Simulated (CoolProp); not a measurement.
Vapour-liquid equilibrium of carbon dioxide (1) + R124 (2) at 259.5 K; x and y are mole fractions of (1).

Values from CoolProp's multi-fluid Helmholtz-energy mixture model, Span 1996 and de Vries 1995; pair parameters Bell 2016.

Q: Give the bubble pressure and the first vapour's composition at x = 0.125, 0.35, 0.5. Is there an azeotrope?

A: x = 0.125: 3.519 bar, y = 0.744; x = 0.35: 7.839 bar, y = 0.900; x = 0.5: 10.87 bar, y = 0.938. No azeotrope shows between x = 0.05 and 0.95.

Pair parameters are fitted to limited data, so mixtures are less certain than the pure fluids.
